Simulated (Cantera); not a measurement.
## Ignition delay

Mixture: 6.58 % CH₄, 19.7 % O₂, 73.6 % N₂, 0.118 % H₂, equivalence ratio 0.67, at 5.00 bar, adiabatic and at constant pressure. Ignition delay is the time to a rise of 400 K.

Computed with Cantera and GRI-Mech 3.0 (53 species, 325 reactions).

| T0 (K) | delay (ms) |
|---|---|
| 1248 | 3.72 |
| 1348 | 1.21 |
| 1448 | 0.432 |
| 1548 | 0.170 |
| 1648 | 0.0744 |
| 1748 | 0.0361 |

```yaml
apparent activation energy between 1548 and 1748 K: 170 kJ/mol
```
